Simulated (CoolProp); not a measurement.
Model: reference Helmholtz-energy equation of state, Lemmon 2005, in CoolProp.

Task: Give the vapour pressure (kPa), vapour density (kg/m³), enthalpy of vaporisation (kJ/kg), liquid cp (kJ/(kg K)) of saturated R125 at 213.1 K.

Result: 
```tsv
T (K)	p (kPa)	vapour density (kg/m³)	enthalpy of vaporisation (kJ/kg)	liquid cp (kJ/(kg K))
213.1	54.2	3.77	170	1.09
```
